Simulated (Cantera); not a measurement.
Charge: 1 mol ZrO2, 880 mol H2, 0.09 mol H2O, at 1648.15 K and 31000 Pa.

Equilibrium computed with Cantera from the NASA thermochemical tables; the gas is ideal and each condensed phase is pure. Candidate condensed phases: H2O, Zr, ZrO2; 12 gas species. The numbers say what is thermodynamically allowed, not how fast it happens.

Base state: H2 1.000, H 0.000160, H2O 0.000102 (mole fractions); condensed: ZrO2(tetragonal).

Q: What changes in the equilibrium state with this change: ZrO2 replaced by Cu2O?

A: 
| species | before | after |
|---|---|---|
| H2 | 1.000 | 0.998 |
| H2O | 0.000102 | 0.00124 |
| Cu | 0 | 0.000255 |
| H | 0.000160 | 0.000160 |
| ZrO2(tetragonal), mol | 1.00 | 0 |
| Cu(l), mol | 0 | 1.77 |
Further candidate phases: Cu, CuO, Cu(OH)2, Cu2O.
